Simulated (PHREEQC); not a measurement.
A solution holds 25 mmol/kgw NH4HF2, 1.95 mmol/kgw H2SiF6, 6.5 mmol/kgw HBF4 and 10 mmol/kgw HCl, at 20 °C. Closed to the air; pH follows from the charge balance.

Computed with PHREEQC (ion-association model, wateq4f.dat).

No solid was allowed to form.

Q: Order these F species by the share of F that they hold, largest first: H2F2, HF, F-, SiF6-2, BF4-.

A: HF (38 %), BF4- (29 %), SiF6-2 (13 %), F- (9.0 %), H2F2 (7.9 %)

The pH is 2.43 and the ionic strength 0.0312 mol/kgw. wateq4f.dat counts part of the HF as a dimer, H2F2, which phreeqc.dat doesn't know; its constant is uncertain. SiF6-2 is the database's only silicon fluoride. Real BF4- forms and hydrolyses slowly; the run takes it at equilibrium.
